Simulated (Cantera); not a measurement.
Charge: 1 mol trisilylamine, 0.76 mol NH3, 79 mol H2, held at 0.338 Torr.

Cantera equilibrium calculation (NASA polynomials, part measured and part estimated; ideal gas, pure solids and liquids). Candidate condensed phases: Si, Si3N4; 18 gas species. The feed counts by its element totals alone. Mutual solubility and eutectic melting of coexisting phases are not modelled. Equilibrium is a limit: real reactors are often held back by kinetics, nucleation or transport.

Question: Which condensed phases are stable at each of these points (T (K)): 925, 975, 1025, 1075, 1125, 1175, 1225, 1275, 1325, 1375, 1425?

Answer: 
```tsv
T (K)	condensed phases	Si condensed (%)
925	Si(s) + Si3N4(s)	100.0
975	Si(s) + Si3N4(s)	100.0
1025	Si(s) + Si3N4(s)	100.0
1075	Si(s) + Si3N4(s)	100.0
1125	Si(s) + Si3N4(s)	100.0
1175	Si(s) + Si3N4(s)	100.0
1225	Si(s) + Si3N4(s)	100.0
1275	Si(s) + Si3N4(s)	100.0
1325	Si(s) + Si3N4(s)	100.0
1375	Si(s) + Si3N4(s)	100.0
1425	Si(s)	100.0
```

From 925 K to 1375 K the condensed part is Si(s) + Si3N4(s). At 1425 K the condensed part is Si(s).
